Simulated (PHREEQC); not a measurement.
Consider water at 80 °C with 0.04 mol FeSO4, 0.039 mol MgSO4, 0.00012 mol NaHCO3 and 3.2e-05 mol NaCl per kg of water. Closed to the air; pH follows from the charge balance.

Computed with PHREEQC (ion-association model, phreeqc.dat).

No solid was allowed to form.

**Question.** Predict the pH.

**Answer.** pH 5.93.

**Question.** In which forms is C present?

**Answer.** CO2 53 %, HCO3- 28 %, FeHCO3+ 17 %, MgHCO3+ 2.2 % of the C.

Examples of supersaturated solids here: Siderite. Others may be too. Constants without temperature data keep their 25 °C values here.
